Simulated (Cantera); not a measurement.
Feed: 1 mol Si, 1.1 mol HCl, 8 mol N2, equilibrated at 500 K and 10.0 mbar.

Method: chemical equilibrium by Gibbs-energy minimisation in Cantera with the NASA 1993 tables (ideal gas, pure condensed phases). Candidate condensed phases: NH4Cl, Si, Si3N4; 28 gas species. N2 is the only nitrogen source here; it is nearly inert below about 1500 K, so the nitride shown seldom forms there in practice. The numbers say what is thermodynamically allowed, not how fast it happens.

Base state: N2 0.889, HCl 0.0485, H2 0.0414, SiCl4 0.0207, NH3 2.52e-5 (mole fractions); condensed: Si3N4(s).

Task: What changes in the equilibrium state with this change: N2 from 8 to 0.19 mol?

Result: 
```tsv
species	before	after
H2	0.0414	0.652
SiCl4	0.0207	0.304
SiHCl3	2.82e-8	0.0432
N2	0.889	<1e-9
HCl	0.0485	7.31e-6
SiH2Cl2	<1e-9	0.000211
NH3	2.52e-5	<1e-9
Si3N4(s), mol	0.276	0.0950
Si(s), mol	0	0.431
```

Task: What changes in the equilibrium state with this change: HCl from 1.1 to 4 mol?

Result: 
```json
[
 {"species": "N2", "before": "0.889", "after": "0.703"},
 {"species": "H2", "before": "0.0414", "after": "0.126"},
 {"species": "HCl", "before": "0.0485", "after": "0.108"},
 {"species": "SiCl4", "before": "0.0207", "after": "0.0632"},
 {"species": "NH3", "before": "2.52e-5", "after": "0.000119"},
 {"species": "Si3N4(s), mol", "before": "0.276", "after": "0.0995"}
]
```

Task: What changes in the equilibrium state with this change: temperature from 500 K to 1573.15 K?

Result: 
```csv
species,before,after
N2,0.889,0.873
HCl,0.0485,0.0617
H2,0.0414,0.0330
SiCl2,<1e-9,0.0301
SiCl4,0.0207,0.000231
SiCl3,<1e-9,0.00162
Cl,<1e-9,0.000110
H,<1e-9,7.40e-5
NH3,2.52e-5,2.81e-9
"Si3N4(s), mol",0.276,0.242
```
The tables' values for SiCl3 are old estimates; treat these amounts as uncertain.
